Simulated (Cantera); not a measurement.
A perfectly stirred reactor is fed with H₂ : O₂ = 0.44 : 1 (molar parts), equivalence ratio 0.22, at 10.00 Torr; it is held at 1298 K, and followed from long to short residence time.

Cantera simulation using GRI-Mech 3.0 (53 species, 325 reactions); the numbers are that mechanism's predictions, not measurements. Radical loss at walls, strong at low pressure, is not modelled. The temperature is held fixed by assumption; the heat of reaction is taken as removed at once.

**Question.** Predict: x(H₂) at τ = 7.40 s; x(O₂) at τ = 7.40 s; x(OH) at τ = 7.40 s; x(HO₂) at τ = 7.40 s; x(H₂O₂) at τ = 7.40 s; x(H₂) at τ = 0.140 s; x(O₂) at τ = 0.140 s; x(OH) at τ = 0.140 s; x(HO₂) at τ = 0.140 s; x(H₂O₂) at τ = 0.140 s.

**Answer.** 
| Item | Result |
|---|---|
| x(H₂) at τ = 7.40 s | 0.000325 |
| x(O₂) at τ = 7.40 s | 0.638 |
| x(OH) at τ = 7.40 s | 0.00214 |
| x(HO₂) at τ = 7.40 s | 2.37e-6 |
| x(H₂O₂) at τ = 7.40 s | 1.68e-7 |
| x(H₂) at τ = 0.140 s | 0.00424 |
| x(O₂) at τ = 0.140 s | 0.625 |
| x(OH) at τ = 0.140 s | 0.00787 |
| x(HO₂) at τ = 0.140 s | 8.59e-6 |
| x(H₂O₂) at τ = 0.140 s | 4.83e-7 |
